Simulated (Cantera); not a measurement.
Charge: 1 mol CO₂, 1.7 mol O₂, 22 mol N₂, at 180000 Torr.

Cantera equilibrium calculation (NASA polynomials, part measured and part estimated; ideal gas, pure solids and liquids). Candidate condensed phases: C; 24 gas species. The ideal-gas law is rough above about 30 bar. Rates play no part.

x: gas mole fraction; nothing condenses.

```tsv
T (K)	x N₂	x O₂	x CO₂	x NO	x CO
1473	0.890	0.0685	0.0405	0.000649	3.24e-8
1673	0.890	0.0680	0.0405	…	…
1873	0.889	0.0672	0.0405	0.00317	4.29e-6
2073	0.888	0.0660	0.0405	0.00553	2.42e-5
2273	0.886	0.0644	0.0404	…	…
2473	0.884	0.0624	0.0401	0.0127	0.000331
2673	0.881	0.0602	0.0396	0.0173	0.000903
2873	0.878	0.0578	0.0383	0.0225	0.00210
3073	0.874	0.0554	0.0361	0.0282	0.00426
3273	0.868	0.0530	0.0327	0.0341	0.00756
3473	0.862	0.0505	0.0283	0.0402	0.0119
```

Q: Complete the blanks.

A: 
- 1673, x NO: 0.00158
- 1673, x CO: 5.00e-7
- 2273, x NO: 0.00871
- 2273, x CO: 0.000101
